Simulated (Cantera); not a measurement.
A closed system holds: 1 mol SiF4, 6.2 mol N2O, 1.5 mol N2, at 1525 K and 28.0 Pa.

These are equilibrium values from Cantera (NASA tables, ideal gas, pure condensed phases), not measurements of a reactor. Candidate condensed phases: Si, SiO2, Si2N2O, Si3N4; 28 gas species. The numbers say what is thermodynamically allowed, not how fast it happens.

Base state: N2 0.652, O2 0.262, SiF4 0.0847, NO 0.00140, O 0.000173, F 2.33e-5 (mole fractions); condensed: gas only.

Task: What changes in the equilibrium state with this change: temperature from 1525 K to 1350 K?

Result: 
| species | before | after |
|---|---|---|
| N2 | 0.652 | 0.652 |
| O2 | 0.262 | 0.262 |
| SiF4 | 0.0847 | 0.0847 |
| NO | 0.00140 | 0.000551 |
| F | 2.33e-5 | 1.60e-6 |
| O | 0.000173 | 1.29e-5 |

Task: What changes in the equilibrium state with this change: SiF4 replaced by SiH2Cl2?

Result: 
| species | before | after |
|---|---|---|
| N2 | 0.652 | 0.644 |
| O2 | 0.262 | 0.164 |
| HCl | 0 | 0.121 |
| SiF4 | 0.0847 | 0 |
| Cl | 0 | 0.0460 |
| H2O | 0 | 0.0230 |
| OH | 0 | 0.000337 |
| Cl2 | 0 | 0.000125 |
| F | 2.33e-5 | 0 |
| NO | 0.00140 | 0.00110 |
| O | 0.000173 | 0.000137 |
| SiO2(β-quartz), mol | 0 | 1.00 |
The tables hold silica as quartz up to 1696 K and as liquid above; real silica turns to tridymite and cristobalite and melts near 1996 K. Further candidate phases: H2O, NH4Cl.
